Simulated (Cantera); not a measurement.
Feed: 1 mol SiF4, 0.96 mol C3H8, 670 mol H2, equilibrated at 0.133 bar.

These are equilibrium values from Cantera (NASA tables, ideal gas, pure condensed phases), not measurements of a reactor. Candidate condensed phases: C, C6H6, C7H8, C8H18, Si, SiC; 113 gas species. The tables' values for SiF2, SiF3 are old estimates; treat these amounts as uncertain. The numbers say what is thermodynamically allowed, not how fast it happens.

### Question
At 1627 °C, list the 4 most abundant gas species with their mole fractions, and the condensed phases.

### Answer
H2 0.992, HF 0.00556, H 0.00216, C2H2 (acetylene) 0.000379. Condensed: C(graphite) + SiC(s).
